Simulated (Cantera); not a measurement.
Source: NASA polynomial tables (part measured, part estimated), evaluated in Cantera. Values are per mole of reaction as written; species without (g) are pure solids or liquids, kept so even where they would boil at 1 bar.

2 C + O₂(g) = 2 CO(g), with ΔH° = -221.0 kJ and ΔS° = 178.8 J/K at 300 K.

Q: How far is the shortcut ΔG° ≈ ΔH°(300 K) − T·ΔS°(300 K) from the full temperature-dependent value at 2250, 2300, 2350, 2400, 2450, 2500, 2550, 2600, 2650 K?

A: 
```csv
T (K),shortcut (kJ),full (kJ),difference (kJ),difference in log10 K
2250,-623.3,-613.7,-9.6,0.22
2300,-632.2,-621.9,-10.3,0.23
2350,-641.1,-630.1,-11.0,0.24
2400,-650.1,-638.4,-11.7,0.25
2450,-659.0,-646.6,-12.5,0.27
2500,-668.0,-654.8,-13.2,0.28
2550,-676.9,-662.9,-14.0,0.29
2600,-685.8,-671.1,-14.8,0.30
2650,-694.8,-679.2,-15.6,0.31
```
The shortcut ignores the heat-capacity change of the reaction.
